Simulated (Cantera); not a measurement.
What does this Cantera script print?

```python
import numpy as np
import cantera as ct

gas_names = [...]  # 109 gases of nasa_gas.yaml made of C, Cl, H, Si
cond_names = """
    C(gr) C6H6(L) C7H8(L) C8H18(L),n-octa Si(cr) Si(L) SiC(b)
""".split()


# ... load() reads the species with a 1 bar reference pressure and builds the phases ...
atoms = {
    'SiCl4': {'Si': 1, 'CL': 4},
    'CH4': {'C': 1, 'H': 4},
    'H2': {'H': 2},
}
top_T = {'C(gr)': 4500, 'SiC(b)': 3050}  # K; cautious upper limits of use, not melting points


# ... equilibrate(T, P, feed) seeds the gas with the atoms and calls Mixture.equilibrate('TP', solver="vcs", rtol=1e-11, max_steps=5000) ...
results = []
T = 2048  # K
P = 1333.22  # Pa
for m in [210, 370, 530, 690, 850, 1000, 1200, 1300, 1500, 1700]:
    feed = {'SiCl4': 1, 'CH4': 0.011, 'H2': m}  # mol
    mix = equilibrate(T, P, feed)
    results.append((T, P, feed, dict(zip(mix.species_names, mix.species_moles))))

top = {s: max(r[3][s] / sum(r[3][g] for g in gas_names) for r in results) for s in gas_names}
cols = sorted((s for s in top if top[s] > 0.001), key=lambda s: -top[s])[:5]
seen = [c for c in cond_names if any(r[3].get(c, 0) > 1e-12 for r in results)]
print("log10 of partial pressures in bar; condensed amounts in mol")
print(f"{'n(H2)':>10s}" + "".join(f"{s[:9]:>10s}" for s in cols + seen))
for T, P, feed, n in results:
    ng = sum(n[g] for g in gas_names)
    print(f"{feed['H2']:10.4g}" + "".join(f"{np.log10(max(n[s] / ng * P / 1e5, 1e-99)):10.3f}" for s in cols)
          + "".join(f"{n.get(c, 0):10.4g}" for c in seen))
```

Result:

```
log10 of partial pressures in bar; condensed amounts in mol
     n(H2)        H2         H       HCL        Si
       210    -1.893    -3.597    -3.637    -4.324
       370    -1.889    -3.595    -3.866    -4.528
       530    -1.888    -3.594    -4.016    -4.670
       690    -1.887    -3.593    -4.128    -4.777
       850    -1.886    -3.593    -4.217    -4.863
      1000    -1.886    -3.593    -4.287    -4.931
      1200    -1.885    -3.593    -4.365    -5.008
      1300    -1.885    -3.592    -4.400    -5.041
      1500    -1.885    -3.592    -4.462    -5.102
      1700    -1.885    -3.592    -4.516    -5.155
```

Cantera equilibrium calculation (NASA polynomials, part measured and part estimated; ideal gas, pure solids and liquids). The tables' values for SiCl are old estimates; treat these amounts as uncertain. Gases not in the tables: Si2H6 and higher silanes.
